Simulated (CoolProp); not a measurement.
A single-stage vapour-compression cycle with ammonia: evaporating at 318.15 K (dew point), condensing at 338.15 K (bubble point), superheat 8 K, subcooling 0 K, compressor efficiency 0.7, no pressure losses. Each further row changes one setting.

Values from CoolProp's reference Helmholtz-energy equation of state, Gao 2020.

| case | cooling COP | pressure ratio | discharge temperature (K) | refrigerating effect (kJ/kg) | volumetric capacity (kJ/m³) |
|---|---|---|---|---|---|
| as stated | 9.75 | 1.65 | 375.2 | 1000 | 13200 |
| evaporating temperature 323.15 K | … | 1.45 | … | 1000 | 15000 |
| condensing temperature 333.15 K | … | 1.47 | 362.9 | 1030 | 13500 |
| subcooling 5 K | 10.0 | 1.65 | 375.2 | 1030 | 13500 |
| superheat 18 K | 9.54 | 1.65 | 387.6 | 1030 | 12900 |
| compressor efficiency 0.6 | 8.36 | 1.65 | 380.7 | 1000 | 13200 |

Task: Some entries are withheld; supply them.

Result: 
- evaporating temperature 323.15 K, cooling COP: 13.4
- evaporating temperature 323.15 K, discharge temperature (K): 366.9
- condensing temperature 333.15 K, cooling COP: 13.3
